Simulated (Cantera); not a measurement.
A Cantera script and its output.

```python
import numpy as np
import cantera as ct

gas = ct.Solution("gri30.yaml")
gas.TPX = 1023, 2200, {'H2': 0.099, 'O2': 1}
reactor = ct.IdealGasConstPressureReactor(gas, energy="off", clone=False)
net = ct.ReactorNet([reactor])
net.rtol, net.atol = 1e-08, 1e-18
show = ['H2', 'O2', 'O', 'H2O2', 'H', 'HO2', 'OH']
times = np.geomspace(3e-05, 200, 10)

steps = ct.SolutionArray(gas, extra=["t"])
rows = []
print(f"{'t/s':>10s}{'T/K':>9s}{'P/Pa':>11s}" + "".join(f"{s:>11s}" for s in show))
for t in times:
    while net.time < t:
        t_next = net.step()
        steps.append(gas.state, t=t_next)
    rows.append([np.interp(t, steps.t, y) for y in (steps.T, steps.P, *steps(*show).X.T)])
    print(f"{t:10.3e}{rows[-1][0]:9.1f}{rows[-1][1]:11.4g}" + "".join(f"{x:11.3e}" for x in rows[-1][2:]))
rate = np.gradient(steps.T, steps.t)
print("integrator steps:", len(steps.t))
if steps.T.max() > steps.T[0] + 200:
    print(f"time of steepest temperature rise: {steps.t[rate.argmax()]:.4e} s")
gas.TPX = 1023, 2200, {'H2': 0.099, 'O2': 1}
gas.equilibrate("TP")
print(f"equilibrium (TP): T = {gas.T:.1f} K  " + "  ".join(f"{s} {gas[s].X[0]:.3e}" for s in show))
```

Output:

```
       t/s      T/K       P/Pa         H2         O2          O       H2O2          H        HO2         OH
 3.000e-05   1023.0       2200  9.008e-02  9.099e-01  1.276e-11  2.197e-15  6.353e-11  7.306e-11  1.050e-11
 1.719e-04   1023.0       2200  9.008e-02  9.099e-01  3.461e-10  7.287e-14  4.471e-10  4.257e-10  1.848e-10
 9.852e-04   1023.0       2200  9.008e-02  9.099e-01  2.728e-07  4.629e-12  2.628e-07  1.110e-08  1.268e-07
 5.646e-03   1023.0       2200  2.178e-03  8.831e-01  1.793e-02  3.409e-07  1.032e-02  1.495e-05  2.498e-03
 3.236e-02   1023.0       2200  7.840e-05  9.048e-01  7.171e-04  2.471e-07  6.194e-05  4.754e-06  3.868e-04
 1.854e-01   1023.0       2200  2.173e-06  9.056e-01  2.366e-05  7.541e-08  3.722e-07  4.289e-07  7.071e-05
 1.063e+00   1023.0       2200  1.169e-07  9.057e-01  1.706e-06  1.604e-08  7.216e-09  3.964e-08  1.906e-05
 6.090e+00   1023.0       2200  1.218e-08  9.057e-01  2.034e-07  3.224e-09  2.959e-10  5.264e-09  6.563e-06
 3.490e+01   1023.0       2200  1.717e-09  9.057e-01  3.017e-08  6.150e-10  1.687e-11  1.166e-09  2.523e-06
 2.000e+02   1023.0       2200  2.908e-10  9.057e-01  5.193e-09  1.198e-10  1.211e-12  1.044e-09  1.046e-06
integrator steps: 1988
equilibrium (TP): T = 1023.0 K  H2 1.149e-10  O2 9.057e-01  O 2.011e-09  H2O2 5.001e-11  H 3.012e-13  HO2 1.493e-09  OH 6.504e-07
```

Detailed kinetics in Cantera: GRI-Mech 3.0 (53 species, 325 reactions). Radical loss at walls, strong at low pressure, is not modelled. The temperature is held fixed by assumption; the heat of reaction is taken as removed at once.
